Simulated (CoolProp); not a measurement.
A simple Rankine cycle with n-nonane: condensing at 330.15 K, boiler at 0.189 MPa, turbine inlet 489.1 K, turbine efficiency 0.7, pump efficiency 0.7, no recuperator. Each further row changes one setting.

The numbers come from the reference Helmholtz-energy equation of state, Lemmon 2006 in CoolProp. It is a short technical equation, of lower accuracy than the large ones.

| case | thermal efficiency (%) | net work (kJ/kg) | heat in (kJ/kg) | turbine exit temperature (K) | volume ratio over the turbine |
|---|---|---|---|---|---|
| as stated | 12.2 | 82.1 | 676 | 451.5 | 54.1 |
| turbine inlet 509.1 K | 11.8 | ? | 727 | 471.5 | ? |
| condensing temperature 322.15 K | ? | 90.1 | 694 | 448.0 | ? |
| boiler pressure 0.132 MPa | ? | ? | 678 | 455.4 | 37.3 |
| turbine efficiency 0.6 | 10.4 | 70.3 | 676 | 456.6 | 54.7 |

### Question
Fill in the missing entries.

### Answer

- turbine inlet 509.1 K, net work (kJ/kg): 85.9
- turbine inlet 509.1 K, volume ratio over the turbine: 53.7
- condensing temperature 322.15 K, thermal efficiency (%): 13.0
- condensing temperature 322.15 K, volume ratio over the turbine: 80.4
- boiler pressure 0.132 MPa, thermal efficiency (%): 11.2
- boiler pressure 0.132 MPa, net work (kJ/kg): 75.7
